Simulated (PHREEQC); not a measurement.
Consider water at 25 °C with 1.8 mmol/kgw HNO3, 15 mmol/kgw CuSO4 and 40 mmol/kgw CuCl2. Closed to the air; pH follows from the charge balance.

Model: ion-association model, phreeqc.dat, run in PHREEQC.

Precipitation was switched off in this run.

Order these Cu species by the share of Cu that they hold, largest first: CuCl+, CuCl2, CuSO4, Cu+2.

Cu+2 (80 %), CuSO4 (14 %), CuCl+ (5.9 %), CuCl2 (0.13 %)

The pH is 2.93 and the ionic strength 0.145 mol/kgw.
